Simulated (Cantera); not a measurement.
CuO + CO + H₂ (carbothermic reduction)

Input: 1 mol CuO, 1.6 mol CO, 1.4 mol H₂, at 101000 Pa.

These are equilibrium values from Cantera (NASA tables, ideal gas, pure condensed phases), not measurements of a reactor. Candidate condensed phases: C, C₆H₆, C₇H₈, C₈H₁₈, Cu, CuO, Cu(OH)₂, Cu₂O, H₂O; 113 gas species. Equilibrium is a limit: real reactors are often held back by kinetics, nucleation or transport.

| T (°C) | log p CO | log p CO₂ | log p H₂ | log p H₂O | log p CH₄ | n C(graphite) | n Cu(s) |
|---|---|---|---|---|---|---|---|
| 575 | -0.90 | -0.45 | -0.59 | -0.63 | -1.38 | 0.333 | 1.00 |
| 600 | -0.77 | -0.49 | -0.55 | -0.69 | -1.45 | 0.252 | 1.00 |
| 625 | -0.65 | -0.53 | -0.52 | -0.77 | -1.54 | 0.151 | 1.00 |
| 650 | -0.55 | -0.60 | -0.50 | -0.86 | -1.64 | 0.0316 | 1.00 |
| 675 | -0.50 | -0.64 | -0.49 | -0.88 | -1.86 | 0 | 1.00 |
| 700 | -0.49 | -0.67 | -0.48 | -0.87 | -2.16 | 0 | 1.00 |
| 725 | -0.47 | -0.69 | -0.48 | -0.86 | -2.46 | 0 | 1.00 |
| 750 | -0.46 | -0.71 | -0.48 | -0.84 | -2.76 | 0 | 1.00 |
| 775 | -0.46 | -0.72 | -0.49 | -0.83 | -3.06 | 0 | 1.00 |
| 800 | -0.45 | -0.73 | -0.50 | -0.81 | -3.35 | 0 | 1.00 |
| 825 | -0.44 | -0.74 | -0.50 | -0.80 | -3.62 | 0 | 1.00 |
| 850 | -0.44 | -0.76 | -0.51 | -0.79 | -3.89 | 0 | 1.00 |
| 875 | -0.43 | -0.77 | -0.51 | -0.78 | -4.14 | 0 | 1.00 |
| 900 | -0.43 | -0.78 | -0.52 | -0.77 | -4.38 | 0 | 1.00 |
log p: log10 of the partial pressure in bar; n: condensed amount in mol.

From 575 °C to 650 °C the condensed part is C(graphite) + Cu(s). From 675 °C to 900 °C the condensed part is Cu(s).
